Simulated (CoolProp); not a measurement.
Properties of dodecamethylpentasiloxane (MD3M) at several states (Tc = 354.9 °C, pc = 0.9540 MPa, ω = 0.730).

The numbers come from the reference Helmholtz-energy equation of state, Thol 2019 in CoolProp.

| T (°C) | p (MPa) | phase | density (kg/m³) | speed of sound (m/s) | fugacity coefficient |
|---|---|---|---|---|---|
| 26.65 | 0.66 | liquid | 869.1 | 944.2 | 1.294e-5 |
| -52.95 | 1.61 | liquid | … | … | 1.409e-10 |
| 12.35 | 0.0961 | liquid | 882.2 | 987.3 | … |

Question: What belongs in the gaps?

Answer: 
- -52.95, density (kg/m³): 947.3
- -52.95, speed of sound (m/s): 1238
- 12.35, fugacity coefficient: 2.006e-5
